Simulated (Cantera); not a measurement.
# Ignition delay

Mixture: H2 : O2 : N2 = 1 : 0.806 : 3.95 (molar parts), equivalence ratio 0.62, at 88000 Pa, adiabatic and at constant pressure. Ignition delay is the time to a rise of 400 K.

Cantera simulation using GRI-Mech 3.0 (53 species, 325 reactions); the numbers are that mechanism's predictions, not measurements. Where the delays flatten at high temperature, the 400 K rule measures the pace of heat release, not the induction time.

```tsv
T0 (K)	delay (ms)
998	0.362
1048	0.191
1098	0.125
1148	0.0907
1198	0.0705
1248	0.0576
1298	0.0492
```
